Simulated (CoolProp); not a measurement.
Propylene at several states: Z from the reference equation and from simpler models built on Tc = 91.1 °C, pc = 4.555 MPa, ω = 0.146; each cubic takes its own stable root.

Values from CoolProp's reference Helmholtz-energy equation of state, Lemmon 2013.

| T (°C) | p (MPa) | phase | reference |
|---|---|---|---|
| -101.95 | 0.0924 | liquid | 0.004053 |
| 53.15 | 1.77 | gas | 0.7697 |
| -57.25 | 0.0227 | gas | 0.9910 |
| 196.85 | 8.6 | supercritical | 0.7217 |
| 157.45 | 0.0471 | gas | 0.9979 |
| 56.65 | 1.02 | gas | 0.8852 |

Question: How far does each simpler model (van der Waals, Redlich-Kwong) lie from the reference over these 6 states: mean and median of the absolute difference, and the worst?

Answer: 
- van der Waals: mean 13.1 %, median 4.7 %, worst +59.8 % at -101.95 °C and 0.0924 MPa
- Redlich-Kwong: mean 2.0 %, median 1.2 %, worst +7.4 % at -101.95 °C and 0.0924 MPa
